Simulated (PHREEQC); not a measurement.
Leach liquor (model solution)

Dissolve 0.088 mol/kgw H2SO4 and 0.0078 mol/kgw LiCl at 9.8 °C. Closed to the air; pH follows from the charge balance.

Model: Pitzer model, pitzer.dat, run in PHREEQC.

Each row changes one thing in this solution. Precipitation was switched off in this run.

```csv
case,pH,ionic strength (mol/kgw),HSO4- (mol/kgw),SO4-2 (mol/kgw)
as made,1.03,0.160,0.0557,0.0323
temperature from 9.8 to 5 °C,1.03,0.165,0.0534,0.0346
0.031 mol/kgw NaHCO3 added,1.15,0.170,0.0509,0.0371
LiCl replaced by CaCl2 at the same molality,1.03,0.180,0.0538,0.0342
H2SO4 from 0.088 to 0.0176 mol/kgw,1.64,0.0455,0.00755,0.0100
LiCl replaced by LiOH at the same molality,1.06,0.154,0.0551,0.0329
H2SO4 from 0.088 to 0.0968 mol/kgw,1.00,0.174,0.0621,0.0347
LiCl left out,1.03,0.152,0.0560,0.0320
```

Complexes and solids missing from the database can't appear. Constants without temperature data keep their 25 °C values here.
